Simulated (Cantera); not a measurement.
# Dilute partial oxidation

An isothermal, constant-pressure homogeneous reactor starts with CH2O : O2 : N2 = 0.005 : 0.006 : 1 (molar parts), at 1148 K and 4.10 bar.

Computed with Cantera and GRI-Mech 3.0 (53 species, 325 reactions).

```json
[
 {"t (s)": "0.000200", "x CH2O": "0.00494", "x O2": "0.00593", "x CH2CO": "<1e-12", "x OH": "3.86e-9", "x H2O": "9.15e-7", "x C2H2": "<1e-12", "x C2H4": "<1e-12"},
 {"t (s)": "0.000740", "x CH2O": "0.00444", "x O2": "0.00575", "x CH2CO": "6.54e-12", "x OH": "2.94e-7", "x H2O": "0.000150", "x C2H2": "<1e-12", "x C2H4": "<1e-12"},
 {"t (s)": "0.00274", "x CH2O": "2.31e-10", "x O2": "0.00322", "x CH2CO": "1.84e-12", "x OH": "1.97e-5", "x H2O": "0.00438", "x C2H2": "<1e-12", "x C2H4": "<1e-12"},
 {"t (s)": "0.0101", "x CH2O": "1.14e-11", "x O2": "0.00232", "x CH2CO": "<1e-12", "x OH": "2.58e-6", "x H2O": "0.00488", "x C2H2": "<1e-12", "x C2H4": "<1e-12"},
 {"t (s)": "0.0374", "x CH2O": "3.01e-12", "x O2": "0.00168", "x CH2CO": "<1e-12", "x OH": "1.84e-6", "x H2O": "0.00491", "x C2H2": "<1e-12", "x C2H4": "<1e-12"},
 {"t (s)": "0.138", "x CH2O": "<1e-12", "x O2": "0.00114", "x CH2CO": "<1e-12", "x OH": "9.08e-7", "x H2O": "0.00494", "x C2H2": "<1e-12", "x C2H4": "<1e-12"},
 {"t (s)": "0.512", "x CH2O": "<1e-12", "x O2": "0.00101", "x CH2CO": "<1e-12", "x OH": "3.78e-7", "x H2O": "0.00494", "x C2H2": "<1e-12", "x C2H4": "<1e-12"},
 {"t (s)": "1.89", "x CH2O": "<1e-12", "x O2": "0.000989", "x CH2CO": "<1e-12", "x OH": "2.38e-7", "x H2O": "0.00495", "x C2H2": "<1e-12", "x C2H4": "<1e-12"},
 {"t (s)": "7.00", "x CH2O": "<1e-12", "x O2": "0.000989", "x CH2CO": "<1e-12", "x OH": "1.34e-7", "x H2O": "0.00495", "x C2H2": "<1e-12", "x C2H4": "<1e-12"}
]
```
x: mole fraction; the columns are a selection and need not sum to one.

Equilibrium at this temperature and pressure: CH2O <1e-12, O2 0.000984, CH2CO <1e-12, OH 5.87e-8, H2O 0.00495, C2H2 <1e-12, C2H4 <1e-12 (gas phase only).
